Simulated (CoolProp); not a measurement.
Vapour-liquid equilibrium of diethyl ether (1) + benzene (2) at 85.05 °C; x and y are mole fractions of (1).

Values from CoolProp's multi-fluid Helmholtz-energy mixture model, Thol 2014 and Thol 2012; pair parameters Bell 2016.

| x | bubble pressure, mixture model (kPa) | bubble pressure, Raoult's law (kPa) | y, mixture model | y, Raoult's law |
|---|---|---|---|---|
| 0.05 | 134.1 | 134.8 | 0.160 | 0.170 |
| 0.2 | 182.8 | 185.8 | 0.470 | 0.493 |
| 0.35 | 231.8 | 236.7 | 0.653 | 0.676 |
| 0.5 | 281.7 | 287.7 | 0.775 | 0.795 |
| 0.65 | 332.6 | 338.7 | 0.863 | 0.878 |
| 0.8 | 385.0 | 389.6 | 0.931 | 0.940 |
| 0.95 | 439.1 | 440.6 | 0.984 | 0.987 |

The largest gap from Raoult's law is -2.1 % in bubble pressure, at x = 0.5. No azeotrope shows between x = 0.05 and 0.95.

The pair parameters rest on a limited set of measurements; away from them the model extrapolates.
